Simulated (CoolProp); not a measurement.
Vapour-liquid equilibrium of C2F6 (R116) (1) + R22 (2) at 200.7 K; x and y are mole fractions of (1).

The numbers come from the multi-fluid Helmholtz-energy mixture model, Lemmon 2006 and Kamei 1995; pair parameters Bell 2016 in CoolProp.

```tsv
x	bubble pressure, mixture model (MPa)	bubble pressure, Raoult's law (MPa)	y, mixture model	y, Raoult's law
0.05	0.05956	0.02338	0.714	0.291
0.2	0.1112	0.04114	0.857	0.661
0.35	0.1203	0.05890	0.871	0.807
0.5	0.1214	0.07667	0.873	0.886
0.65	0.1234	0.09443	0.879	0.935
0.8	0.1283	0.1122	0.903	0.969
0.95	0.1344	0.1300	0.964	0.993
```

The largest gap from Raoult's law is +170.3 % in bubble pressure, at x = 0.2. No azeotrope shows between x = 0.05 and 0.95.

Pair parameters are fitted to limited data, so mixtures are less certain than the pure fluids. With so large a gap from Raoult's law the liquid may split in two, which this calculation doesn't test in full.
